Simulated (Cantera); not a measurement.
A diamond (100) surface in a fixed gas of H2 with x(CH4) = 0.0057, x(H) = 0.002, x(CH3) = 0.00031, at 1000 K; coverages are run to steady state.

Computed with Cantera and the Harris–Goodwin 1993 mechanism for the reconstructed diamond (100) surface.

θ: site fractions in the mechanism's names (c6HH fully hydrogenated, c6H* and c6*H radical sites, c6** diradical, c6HM methylated).

| P (Pa) | growth (µm/h) | θ c6HH | θ c6H* | θ c6*H | θ c6** | θ c6HM |
|---|---|---|---|---|---|---|
| 1000 | … | 0.557 | 0.0169 | 0.347 | 0.00844 | 0.0519 |
| 1400 | … | 0.553 | 0.0168 | 0.344 | 0.00838 | 0.0568 |
| 2000 | … | 0.549 | 0.0167 | 0.342 | 0.00832 | 0.0610 |
| 2800 | … | 0.547 | 0.0166 | 0.340 | 0.00828 | 0.0643 |
| 3900 | … | 0.545 | 0.0166 | 0.339 | 0.00825 | 0.0668 |
| 5500 | … | 0.543 | 0.0165 | 0.338 | 0.00823 | 0.0687 |
| 7600 | … | 0.542 | 0.0165 | 0.337 | 0.00821 | 0.0701 |
| 11000 | … | 0.541 | 0.0165 | 0.336 | 0.00820 | 0.0713 |

Q: What belongs in the gaps?

A: 
- 1000, growth (µm/h): 1.02
- 1400, growth (µm/h): 1.55
- 2000, growth (µm/h): 2.38
- 2800, growth (µm/h): 3.51
- 3900, growth (µm/h): 5.07
- 5500, growth (µm/h): 7.35
- 7600, growth (µm/h): 10.4
- 11000, growth (µm/h): 15.2
